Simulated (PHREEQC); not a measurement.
Na2CO3 is added in steps, without added water, to 1 kg of water holding 0.015 mol NH4Cl and 0.00053 mol Na2SO4, at 40 °C. Oxygen alone is held at its pressure in air (log pO2 = -0.68). CO2 from the air is kept out. The run lets Halite, Mirabilite, Nahcolite, Natron precipitate or redissolve, and no other solid.

Base run: PHREEQC, ion-association model, wateq4f.dat. Each further column changes one thing. The table gives pH.

```
Na2CO3 added (mol)  base  NH4Cl from 0.015 to 0.003 mol/kgw  temperature from 40 to 60 °C  no solid may form
------------------  ----  ---------------------------------  ----------------------------  -----------------
0                   5.38                               5.71                          5.13               5.38
0.0025              8.17                               9.23                          7.67               8.17
0.005               8.55                               9.83                          8.05               8.55
0.00875             8.92                              10.13                          8.45               8.92
0.01125             9.12                              10.22                          8.68               9.12
0.01375             9.28                              10.29                          8.87               9.28
0.01625             9.40                              10.35                          9.03               9.40
0.01875             9.50                              10.39                          9.16               9.50
0.02125             9.59                              10.42                          9.25               9.59
0.025               9.68                              10.46                          9.36               9.68
0.0275              9.73                              10.48                          9.41               9.73
0.03                9.78                              10.50                          9.46               9.78
```

Carbamate, which ammonia and carbonate form, is missing from the database. Away from 25 °C the constants follow the database's enthalpies or fits; those with neither stay at their 25 °C values.
